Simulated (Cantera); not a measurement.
An adiabatic, constant-pressure homogeneous reactor starts with CH4 : O2 : N2 = 1 : 2.22 : 8.36 (molar parts), equivalence ratio 0.90, at 1500 K and 360 Torr. Integrator tolerance rtol = 1e-08.

Computed with Cantera and GRI-Mech 3.0 (53 species, 325 reactions).

Question: What does this change do: pressure from 360 Torr to 21800 Torr?

Answer: 
```csv
quantity,before,after
time of steepest temperature rise,2.00 ms,68.9 µs
temperature at 0.900 s,2653 K,2907 K
equilibrium temperature,2653 K,2907 K
x(CH4) at 0.900 s,<1e-12 (gas-phase equilibrium <1e-12),<1e-12 (gas-phase equilibrium <1e-12)
x(O2) at 0.900 s,0.0299 (gas-phase equilibrium 0.0299),0.0213 (gas-phase equilibrium 0.0213)
x(CH3) at 0.900 s,<1e-12 (gas-phase equilibrium <1e-12),<1e-12 (gas-phase equilibrium <1e-12)
x(OH) at 0.900 s,0.0197 (gas-phase equilibrium 0.0197),0.0131 (gas-phase equilibrium 0.0131)
x(CO) at 0.900 s,0.0331 (gas-phase equilibrium 0.0331),0.0195 (gas-phase equilibrium 0.0195)
x(C2H2) at 0.900 s,<1e-12 (gas-phase equilibrium <1e-12),<1e-12 (gas-phase equilibrium <1e-12)
x(H) at 0.900 s,0.00813 (gas-phase equilibrium 0.00813),0.00177 (gas-phase equilibrium 0.00177)
```
The pressure lies above the range GRI-Mech 3.0 was tuned for (to about 10 atm).
